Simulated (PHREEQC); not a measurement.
Solution (5 °C): 0.029 mol/kgw HF, 0.00063 mol/kgw (CH3)4NF, 0.044 mol/kgw (NH4)2SiF6 and 0.0037 mol/kgw HCl. Closed to the air; pH follows from the charge balance.

Computed with PHREEQC (ion-association model, wateq4f.dat).

```tsv
quantity	before	after
pH	2.21	2.58
ionic strength (mol/kgw)	0.140	0.136
HF (mol/kgw)	0.0204	0.00179
F- (mol/kgw)	0.00428	0.000877
H2F2 (mol/kgw)	0.00222	1.72e-5
HF2- (mol/kgw)	0.000280	5.05e-6
SI of Quartz (SiO2)	-4.75	+0.85
```

### Question
Name the change that produced these shifts.
A. HF left out
B. 0.0064 mol/kgw NaF added
C. HCl from 0.0037 to 0.037 mol/kgw

### Answer
A, HF left out

This is a speciation only: nothing precipitates in the calculation. Some of these states are supersaturated (in Quartz (slow to form), Chalcedony (slow to form), for instance). (CH3)4N+ isn't in the database: it is added as a free cation with an ion size of 4 Å. Away from 25 °C the constants follow the database's enthalpies or fits; those with neither stay at their 25 °C values. SiF6-2 is the database's only silicon fluoride.
